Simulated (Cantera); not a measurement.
Feed: 1 mol Ta2O5, 1.8 mol H2, equilibrated at 1000 K and 4.00 mbar.

Cantera equilibrium calculation (NASA polynomials, part measured and part estimated; ideal gas, pure solids and liquids). Candidate condensed phases: H2O, Ta, Ta2O5; 12 gas species. Rates play no part.

Base state: H2 1.00 (mole fractions); condensed: Ta2O5(s).

Question: What changes in the equilibrium state with this change: Ta2O5 replaced by Fe3O4?

Answer: 
| species | before | after |
|---|---|---|
| H2O | 1.94e-7 | 0.556 |
| H2 | 1.00 | 0.444 |
| Ta2O5(s), mol | 1.00 | 0 |
| FeO(s), mol | 0 | 3.00 |
The tables' stoichiometric FeO is somewhat more stable than real wüstite, so its field is too wide. FeO: taken at fixed stoichiometry. Further candidate phases: Fe, FeO, Fe(OH)2, Fe(OH)3, Fe2O3, Fe3O4.

Question: What changes in the equilibrium state with this change: temperature from 1000 K to 1725 K?

Answer: 
```tsv
species	before	after
H2	1.00	0.997
H	3.59e-8	0.00293
H2O	1.94e-7	0.000447
Ta2O5(s), mol	1.00	1.000
Ta(s), mol	0	0.000322
```
Mutual solubility and eutectic melting of coexisting phases are not modelled. Condensed phases not in the tables: N, O or C dissolved in the metal.
